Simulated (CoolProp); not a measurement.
A single-stage vapour-compression cycle with R22: evaporating at 222.15 K (dew point), condensing at 290.15 K (bubble point), superheat 0 K, subcooling 2 K, compressor efficiency 0.8, no pressure losses. Each further row changes one setting.

The numbers come from the reference Helmholtz-energy equation of state, Kamei 1995 in CoolProp.

| case | cooling COP | pressure ratio | discharge temperature (K) | refrigerating effect (kJ/kg) | volumetric capacity (kJ/m³) |
|---|---|---|---|---|---|
| as stated | 1.99 | 13.6 | 361.0 | 165 | 486 |
| evaporating temperature 227.15 K | 2.24 | 10.6 | 353.1 | … | 624 |
| condensing temperature 285.15 K | 2.20 | 11.8 | 352.5 | 171 | 503 |
| subcooling 7 K | 2.06 | 13.6 | 361.0 | 171 | 503 |
| superheat 10 K | 1.97 | 13.6 | … | 171 | … |
| compressor efficiency 0.7 | 1.74 | 13.6 | 376.2 | 165 | 486 |

Problem. What belongs in the gaps?

Solution. 
- evaporating temperature 227.15 K, refrigerating effect (kJ/kg): 167
- superheat 10 K, discharge temperature (K): 373.4
- superheat 10 K, volumetric capacity (kJ/m³): 479
